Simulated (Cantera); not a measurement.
**Ignition delay**

Mixture: 10.4 % CH4, 18.8 % O2, 70.8 % N2, equivalence ratio 1.1, at 1.01 bar, adiabatic and at constant volume. Ignition delay is the time to a rise of 400 K.

Model: GRI-Mech 3.0 (53 species, 325 reactions), integrated in Cantera.

```tsv
T0 (K)	delay (ms)
1225	31.9
1325	8.40
1425	2.54
1525	0.888
1625	0.363
1725	0.170
1825	0.0890
1925	0.0506
```

| Property | Value |
|---|---|
| apparent activation energy between 1725 and 1925 K | 170 kJ/mol |
